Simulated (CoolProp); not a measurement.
Vapour-liquid equilibrium of propane (1) + R114 (2) at 325.1 K; x and y are mole fractions of (1).

Values from CoolProp's multi-fluid Helmholtz-energy mixture model, Lemmon 2009 and Platzer 1990; pair parameters Bell 2016. This equation is an older, rougher fit; its heat capacities, sound speeds and derivatives of the liquid may be far off and weren't checked against measurements.

| x | bubble pressure, mixture model (MPa) | bubble pressure, Raoult's law (MPa) | y, mixture model | y, Raoult's law |
|---|---|---|---|---|
| 0.05 | 0.5534 | 0.5366 | 0.171 | 0.167 |
| 0.15 | 0.7084 | 0.6682 | 0.390 | 0.401 |
| 0.25 | 0.8514 | 0.7999 | 0.528 | 0.559 |
| 0.35 | 0.9850 | 0.9315 | 0.626 | 0.671 |
| 0.45 | 1.112 | 1.063 | 0.702 | 0.756 |
| 0.55 | 1.234 | 1.195 | 0.765 | 0.823 |
| 0.65 | 1.354 | 1.326 | 0.821 | 0.876 |
| 0.75 | 1.475 | 1.458 | 0.873 | 0.919 |
| 0.85 | 1.597 | 1.590 | 0.923 | 0.956 |
| 0.95 | 1.723 | 1.721 | 0.974 | 0.986 |

The largest gap from Raoult's law is +6.4 % in bubble pressure, at x = 0.25. No azeotrope shows between x = 0.05 and 0.95.

The pair parameters rest on a limited set of measurements; away from them the model extrapolates.
